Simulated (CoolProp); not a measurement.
A simple Rankine cycle with R142b: condensing at 324.15 K, boiler at 3.19 MPa, turbine inlet 436.6 K, turbine efficiency 0.75, pump efficiency 0.6, no recuperator. Each further row changes one setting.

The numbers come from the reference Helmholtz-energy equation of state, Lemmon 2006 in CoolProp. It is a short technical equation, of lower accuracy than the large ones.

```csv
case,thermal efficiency (%),net work (kJ/kg),heat in (kJ/kg),turbine exit temperature (K),volume ratio over the turbine
as stated,10.3,27.5,267,379.9,4.94
turbine inlet 456.6 K,10.4,30.4,293,402.2,4.76
condensing temperature 316.15 K,11.4,31.8,278,373.8,6.08
boiler pressure 2.23 MPa,8.4,23.7,281,397.1,3.25
turbine efficiency 0.65,8.7,23.3,267,384.0,5.01
```
